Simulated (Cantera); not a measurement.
Input (Python, Cantera) and output of one run.

```python
import numpy as np
import cantera as ct

gas_names = """
    CL CL2 H HCL H2 N NH NH2 NH3 N2 N2H2 N2H4 Si SiCL SiCL2 SiCL3 SiCL4 SiH SiHCL3 SiH2 SiH2CL2 SiH3
    SiH3CL SiH4 SiN Si2 Si2N Si3
""".split()
cond_names = """
    NH4CL(a) NH4CL(b) Si(cr) Si(L) Si3N4(a)
""".split()


# ... load() reads the species with a 1 bar reference pressure and builds the phases ...
atoms = {
    'Si2Cl6': {'Si': 2, 'CL': 6},
    'NH3': {'N': 1, 'H': 3},
}
top_T = {'Si3N4(a)': 2400}  # K; cautious upper limits of use, not melting points


# ... equilibrate(T, P, feed) seeds the gas with the atoms and calls Mixture.equilibrate('TP', solver="vcs", rtol=1e-11, max_steps=5000) ...
results = []
T = 750  # K
P = 44000  # Pa
for m in [0.69, 0.95, 1.3, 1.8, 2.5, 3.4, 4.7, 6.5, 9, 12, 17]:
    feed = {'Si2Cl6': 1, 'NH3': m}  # mol
    mix = equilibrate(T, P, feed)
    results.append((T, P, feed, dict(zip(mix.species_names, mix.species_moles))))

top = {s: max(r[3][s] / sum(r[3][g] for g in gas_names) for r in results) for s in gas_names}
cols = sorted((s for s in top if top[s] > 0.0001), key=lambda s: -top[s])[:5]
seen = [c for c in cond_names if any(r[3].get(c, 0) > 1e-12 for r in results)]
print("log10 of partial pressures in bar; condensed amounts in mol")
print(f"{'n(NH3)':>10s}" + "".join(f"{s[:9]:>10s}" for s in cols + seen))
for T, P, feed, n in results:
    ng = sum(n[g] for g in gas_names)
    print(f"{feed['NH3']:10.4g}" + "".join(f"{np.log10(max(n[s] / ng * P / 1e5, 1e-99)):10.3f}" for s in cols)
          + "".join(f"{n.get(c, 0):10.4g}" for c in seen))
```

It prints:

```
log10 of partial pressures in bar; condensed amounts in mol
    n(NH3)        H2     SiCL4       HCL        N2    SiHCL3  Si3N4(a)
      0.69    -0.767    -0.595    -1.869    -7.893    -2.838    0.1725
      0.95    -0.817    -0.728    -1.014    -2.415    -3.875    0.2238
       1.3    -0.787    -0.849    -0.925    -1.787    -4.056    0.2533
       1.8    -0.746    -0.986    -0.895    -1.526    -4.181    0.2844
       2.5    -0.707    -1.142    -0.889    -1.374    -4.304    0.3211
       3.4    -0.674    -1.307    -0.898    -1.279    -4.428    0.3619
       4.7    -0.644    -1.508    -0.921    -1.207    -4.575     0.412
       6.5    -0.618    -1.743    -0.958    -1.153    -4.747    0.4685
         9    -0.593    -2.028    -1.010    -1.110    -4.956     0.528
        12    -0.573    -2.336    -1.072    -1.079    -5.182    0.5772
        17    -0.551    -2.792    -1.170    -1.048    -5.518    0.6231
```

Cantera equilibrium calculation (NASA polynomials, part measured and part estimated; ideal gas, pure solids and liquids). The feed counts by its element totals alone.
